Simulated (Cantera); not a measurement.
Charge: 1 mol AlCl₃, 5.5 mol H₂O, 34 mol H₂, equilibrated at 1450 K and 47.0 Pa.

Method: chemical equilibrium by Gibbs-energy minimisation in Cantera with the NASA 1993 tables (ideal gas, pure condensed phases). Candidate condensed phases: Al, AlCl₃, Al₂O₃, H₂O; 29 gas species. Kinetics and transport are ignored.

Base state: H₂ 0.829, H₂O 0.0975, HCl 0.0731, H 0.000397, Cl 2.85e-5 (mole fractions); condensed: Al₂O₃(s).

Task: What changes in the equilibrium state with this change: AlCl₃ replaced by Al?

Result: 
```csv
species,before,after
H₂,0.829,0.898
H₂O,0.0975,0.101
H,0.000397,0.000413
HCl,0.0731,0
Cl,2.85e-5,0
"Al₂O₃(s), mol",0.500,0.500
```
